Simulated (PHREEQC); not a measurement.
Consider water at 20 °C with 28 mmol/kgw MgCl2, 0.054 mmol/kgw Na2CO3 and 0.033 mmol/kgw H4SiO4. Closed to the air; pH follows from the charge balance.

The numbers come from PHREEQC with the ion-association model, phreeqc.dat.

Each row changes one thing in this solution. Precipitation was switched off in this run.

```json
[
 {"case": "as made", "pH": "8.94", "HCO3- (mol/kgw)": "3.56e-5", "MgOH+ (mol/kgw)": "2.92e-5", "H4SiO4 (mol/kgw)": "2.90e-5", "MgCO3 (mol/kgw)": "1.08e-5", "MgHCO3+ (mol/kgw)": "5.00e-6", "SI of Quartz (SiO2)": "-0.47"},
 {"case": "MgCl2 from 0.028 to 0.0028 mol/kgw", "pH": "9.42", "HCO3- (mol/kgw)": "4.03e-5", "MgOH+ (mol/kgw)": "1.27e-5", "H4SiO4 (mol/kgw)": "2.43e-5", "MgCO3 (mol/kgw)": "6.92e-6", "MgHCO3+ (mol/kgw)": "8.96e-7", "SI of Quartz (SiO2)": "-0.56"},
 {"case": "Na2CO3 from 5.4e-05 to 2.7e-05 mol/kgw", "pH": "8.68", "HCO3- (mol/kgw)": "2.00e-5", "MgOH+ (mol/kgw)": "1.63e-5", "H4SiO4 (mol/kgw)": "3.06e-5", "MgCO3 (mol/kgw)": "3.37e-6", "MgHCO3+ (mol/kgw)": "2.80e-6", "SI of Quartz (SiO2)": "-0.45"},
 {"case": "Na2CO3 replaced by CO2 at the same molality", "pH": "5.31", "HCO3- (mol/kgw)": "5.16e-6", "MgOH+ (mol/kgw)": "6.88e-9", "H4SiO4 (mol/kgw)": "3.30e-5", "MgCO3 (mol/kgw)": "3.68e-10", "MgHCO3+ (mol/kgw)": "7.26e-7", "SI of Quartz (SiO2)": "-0.42"},
 {"case": "MgCl2 from 0.028 to 0.014 mol/kgw", "pH": "9.11", "HCO3- (mol/kgw)": "3.71e-5", "MgOH+ (mol/kgw)": "2.44e-5", "H4SiO4 (mol/kgw)": "2.77e-5", "MgCO3 (mol/kgw)": "1.04e-5", "MgHCO3+ (mol/kgw)": "3.06e-6", "SI of Quartz (SiO2)": "-0.50"},
 {"case": "temperature from 20 to 75 °C", "pH": "7.32", "HCO3- (mol/kgw)": "4.13e-5", "MgOH+ (mol/kgw)": "4.98e-5", "H4SiO4 (mol/kgw)": "3.25e-5", "MgCO3 (mol/kgw)": "1.11e-6", "MgHCO3+ (mol/kgw)": "8.29e-6", "SI of Quartz (SiO2)": "-1.13"},
 {"case": "0.0005 mol/kgw K2SO4 added", "pH": "8.94", "HCO3- (mol/kgw)": "3.57e-5", "MgOH+ (mol/kgw)": "2.91e-5", "H4SiO4 (mol/kgw)": "2.90e-5", "MgCO3 (mol/kgw)": "1.07e-5", "MgHCO3+ (mol/kgw)": "4.96e-6", "SI of Quartz (SiO2)": "-0.47"}
]
```

Complexes and solids missing from the database can't appear. Away from 25 °C the constants follow the database's enthalpies or fits; those with neither stay at their 25 °C values.
